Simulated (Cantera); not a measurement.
# Ignition delay

Mixture: 17.4 % CH₄, 17.4 % O₂, 65.3 % N₂, at 34.0 bar, adiabatic and at constant volume. Ignition delay is the time to a rise of 400 K.

Cantera simulation using GRI-Mech 3.0 (53 species, 325 reactions); the numbers are that mechanism's predictions, not measurements. The pressure lies above the range GRI-Mech 3.0 was tuned for (to about 10 atm).

```tsv
T0 (K)	delay (ms)
1100	5.66
1150	2.87
1200	1.54
1250	0.868
1300	0.505
1350	0.302
1400	0.185
1450	0.116
1500	0.0735
1550	0.0474
```

| Item | Result |
|---|---|
| apparent activation energy between 1450 and 1550 K | 170 kJ/mol |
